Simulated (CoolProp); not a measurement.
R507A along the isotherm 209.1 K: fugacity coefficient from the reference equation and from simpler models built on Tc = 343.8 K, pc = 3705 kPa, ω = 0.286; each cubic takes its own stable root.

Model: reference Helmholtz-energy equation of state, Lemmon 2003, in CoolProp. It is a pseudo-pure fit of the blend.

```
p (kPa)   phase  reference  van der Waals  Redlich-Kwong  Soave-Redlich-Kwong  Peng-Robinson
-------  ------  ---------  -------------  -------------  -------------------  -------------
1030     liquid    0.04000         0.3238        0.08613              0.03993        0.04050
2060     liquid    0.02087         0.1743        0.04529              0.02096        0.02115
3090     liquid    0.01452         0.1251        0.03175              0.01467        0.01472
4120     liquid    0.01136         0.1009        0.02504              0.01155        0.01153
5150     liquid   0.009483        0.08682        0.02106             0.009700       0.009625
6170     liquid   0.008254        0.07784        0.01846             0.008494       0.008383
7200     liquid   0.007379        0.07168        0.01663             0.007638       0.007498
8230     liquid   0.006734        0.06736        0.01529             0.007012       0.006846
9260     liquid   0.006243        0.06428        0.01427             0.006538       0.006350
```
